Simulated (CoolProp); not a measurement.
The numbers come from the reference Helmholtz-energy equation of state, Span 2000 in CoolProp.

### Question
For nitrogen, give the phase and the cv (kJ/(kg K)), Prandtl number at -68.85 °C and 3770 kPa.

### Answer
- -68.85 °C and 3770 kPa: supercritical; cv 0.769, Prandtl number 0.810

Viscosity comes from a separate model (Lemmon 2004). Thermal conductivity comes from a separate model (Lemmon 2004).
